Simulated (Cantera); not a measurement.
Feed: 1 mol (CH3)2SiCl2, 0.083 mol C3H8, a varied amount of H2, at 2325 K and 255 Torr.

Method: chemical equilibrium by Gibbs-energy minimisation in Cantera with the NASA 1993 tables (ideal gas, pure condensed phases). Candidate condensed phases: C, C6H6, C7H8, C8H18, Si, SiC; 109 gas species. The feed counts by its element totals alone. Gases not in the tables: Si2H6 and higher silanes. Kinetics and transport are ignored.

Question: What share of the Si ends up in condensed phases as a function of n(H2) (mol), at 2.6, 4.4, 7.4, 13, 22, 37, 63, 110, 180, 310, 540, 910, 1600?

Answer: 
```csv
n(H2) (mol),Si condensed (%),as
2.6,84.1,SiC(s)
4.4,87.0,SiC(s)
7.4,89.7,SiC(s)
13,92.0,SiC(s)
22,93.3,SiC(s)
37,93.4,SiC(s)
63,92.0,SiC(s)
110,88.4,SiC(s)
180,80.7,SiC(s)
310,61.4,SiC(s)
540,22.5,SiC(s)
910,0.0,-
1600,0.0,-
```
